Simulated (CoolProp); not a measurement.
Vapour-liquid equilibrium of n-butane (1) + trans-2-butene (2) at 236.8 K; x and y are mole fractions of (1).

Computed with CoolProp (multi-fluid Helmholtz-energy mixture model, Bücker 2006 and Lemmon 2005; pair parameters Bell 2016).

Q: Give the bubble pressure and the first vapour's composition at x = 0.5, 0.65, 0.8. Is there an azeotrope?

A: x = 0.5: 0.02007 MPa, y = 0.517; x = 0.65: 0.02024 MPa, y = 0.660; x = 0.8: 0.02034 MPa, y = 0.804. No azeotrope shows between x = 0.05 and 0.95.

Pair parameters are fitted to limited data, so mixtures are less certain than the pure fluids.
